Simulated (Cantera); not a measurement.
Input: 1 mol Pb, 0.09 mol H₂, 0.63 mol N₂, at 0.00133 bar.

Equilibrium computed with Cantera from the NASA thermochemical tables; the gas is ideal and each condensed phase is pure. Candidate condensed phases: Pb; 11 gas species. Kinetics and transport are ignored.

**Question.** What share of the Pb ends up in condensed phases as a function of T (K), at 600, 650, 700, 750, 800, 850, 900, 950, 1000, 1050, 1100, 1150, 1200?

**Answer.** 
```csv
T (K),Pb condensed (%),as
600,100.0,Pb(s)
650,100.0,Pb(l)
700,100.0,Pb(l)
750,100.0,Pb(l)
800,100.0,Pb(l)
850,100.0,Pb(l)
900,99.9,Pb(l)
950,99.7,Pb(l)
1000,99.1,Pb(l)
1050,97.4,Pb(l)
1100,92.8,Pb(l)
1150,80.0,Pb(l)
1200,32.9,Pb(l)
```
